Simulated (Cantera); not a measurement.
A freely propagating, adiabatic, planar premixed flame of H2 : O2 : N2 = 1 : 0.455 : 1.71 (molar parts), equivalence ratio 1.1, unburnt at 575 K and 5.00 bar; mixture-averaged transport, grid criteria slope 0.08 and curve 0.16, no radiation.

Model: the H2/O2 subset of GRI-Mech 3.0, which has no nitrogen chemistry, integrated in Cantera. The hydrogen kinetics of GRI-Mech 3.0 are dated; newer H2 mechanisms differ, most at raised pressure. Burning velocities carry a grid error of a few per cent, more on coarse grids.

x: mole fraction of selected species; z is measured from the peak of heat release.

| z (mm) | T (K) | u (m/s) | x H2 | x O2 | x H2O | x H2O2 | x OH | x HO2 |
|---|---|---|---|---|---|---|---|---|
| -0.173 | 575 | 7.15 | 0.316 | 0.144 | <1e-8 | <1e-8 | <1e-8 | <1e-8 |
| -0.116 | 575 | 7.15 | 0.316 | 0.144 | <1e-8 | <1e-8 | <1e-8 | <1e-8 |
| -0.0867 | 575 | 7.15 | 0.316 | 0.144 | 1.23e-7 | <1e-8 | <1e-8 | 2.76e-8 |
| -0.0578 | 575 | 7.15 | 0.315 | 0.144 | 2.53e-6 | 1.17e-8 | <1e-8 | 7.21e-7 |
| -0.0289 | 607 | 7.44 | 0.304 | 0.145 | 0.00124 | 1.09e-5 | 3.13e-5 | 0.000397 |
| -0.0144 | 892 | 10.5 | 0.259 | 0.139 | 0.0276 | 7.33e-5 | 0.00120 | 0.000791 |
| 0 | … | 15.8 | … | … | … | … | … | … |
| 0.0144 | 1728 | 19.5 | 0.0959 | 0.0506 | 0.204 | 4.68e-6 | 0.0101 | 0.000151 |
| 0.0289 | 1908 | 21.4 | 0.0671 | 0.0271 | 0.245 | 2.86e-6 | 0.0146 | 7.19e-5 |
| 0.0578 | 2088 | 23.2 | 0.0563 | 0.0161 | 0.267 | 1.71e-6 | 0.0173 | 3.53e-5 |
| 0.116 | 2254 | 24.7 | 0.0520 | 0.0115 | 0.282 | 1.11e-6 | 0.0170 | 1.98e-5 |
| 0.231 | 2392 | 26.0 | 0.0469 | 0.00785 | 0.296 | 7.86e-7 | 0.0149 | 1.06e-5 |
| 0.462 | 2494 | 26.9 | 0.0418 | 0.00499 | 0.309 | 5.68e-7 | 0.0120 | 5.48e-6 |

**Question.** Fill in the missing entries.

**Answer.** 
- 0, T (K): 1382
- 0, x H2: 0.171
- 0, x O2: 0.101
- 0, x H2O: 0.113
- 0, x H2O2: 2.16e-5
- 0, x OH: 0.00401
- 0, x HO2: 0.000352
